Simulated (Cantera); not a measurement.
A freely propagating, adiabatic, planar premixed flame of 3.91 % CH4, 0.121 % C2H6, 1.52 % C3H8, 19.8 % O2, 74.6 % N2, equivalence ratio 0.80, unburnt at 525 K and 2.00 bar; mixture-averaged transport, grid criteria slope 0.08 and curve 0.16, no radiation.

Cantera simulation using GRI-Mech 3.0 (53 species, 325 reactions); the numbers are that mechanism's predictions, not measurements. GRI-Mech 3.0 was tuned for natural gas; its chemistry of propane as a main component is partial and can be far from experiment. Burning velocities carry a grid error of a few per cent, more on coarse grids.

Q: Predict: laminar burning velocity; thermal thickness; peak x(H2); peak x(CH2); peak x(CH2O).

A: 
```
Property                      Value
------------------------  ---------
laminar burning velocity  74.6 cm/s
thermal thickness          0.206 mm
peak x(H2)                   0.0105
peak x(CH2)                 2.63e-5
peak x(CH2O)                0.00151
```
